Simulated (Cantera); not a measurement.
An isothermal, constant-pressure homogeneous reactor starts with CH₄ : H₂O : H₂ = 1 : 0.34 : 1.1 (molar parts), at 2023 K and 0.220 bar. Integrator tolerance rtol = 1e-08.

Cantera simulation using GRI-Mech 3.0 (53 species, 325 reactions); the numbers are that mechanism's predictions, not measurements. GRI-Mech 3.0 stops at C3 and has no aromatics, soot or wall deposition, so with more carbon than oxygen in the feed, carbon stays in small species such as C2H2 where larger ones or solid carbon would form.

### Question
What does this change do: temperature 2023 to 1275 K?

### Answer
```tsv
quantity	before	after
x(CH₄) at 1.00 s	0.000639 (gas-phase equilibrium 0.000639)	0.409 (gas-phase equilibrium 0.178)
x(H₂O) at 1.00 s	1.57e-7 (gas-phase equilibrium 1.57e-7)	0.139 (gas-phase equilibrium 1.05e-6)
x(H₂) at 1.00 s	0.819 (gas-phase equilibrium 0.819)	0.451 (gas-phase equilibrium 0.701)
x(CH₂) at 1.00 s	3.34e-7 (gas-phase equilibrium 3.34e-7)	5.67e-12 (gas-phase equilibrium 7.26e-12)
x(CH₃) at 1.00 s	5.65e-5 (gas-phase equilibrium 5.65e-5)	8.82e-6 (gas-phase equilibrium 6.57e-6)
x(CO₂) at 1.00 s	3.69e-9 (gas-phase equilibrium 3.70e-9)	5.24e-11 (gas-phase equilibrium 9.58e-8)
x(C₂H) at 1.00 s	7.89e-6 (gas-phase equilibrium 7.89e-6)	<1e-12 (gas-phase equilibrium 5.99e-12)
```
